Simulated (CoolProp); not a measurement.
Properties of dodecamethylpentasiloxane (MD3M) along the isobar 33.6 bar.

Model: reference Helmholtz-energy equation of state, Thol 2019, in CoolProp.

```csv
T (°C),phase,speed of sound (m/s),fugacity coefficient
-23.95,liquid,1134,1.283e-8
-0.75,liquid,1052,2.531e-7
22.35,liquid,976.8,2.767e-6
45.55,liquid,(withheld),(withheld)
68.75,liquid,(withheld),9.943e-5
91.85,liquid,774.5,0.0003817
115.05,liquid,713.8,0.001189
138.15,liquid,656.3,0.003100
```

Problem. Some entries are withheld; supply them.

Solution. 
- 45.55, speed of sound (m/s): 905.5
- 45.55, fugacity coefficient: 1.968e-5
- 68.75, speed of sound (m/s): 838.1
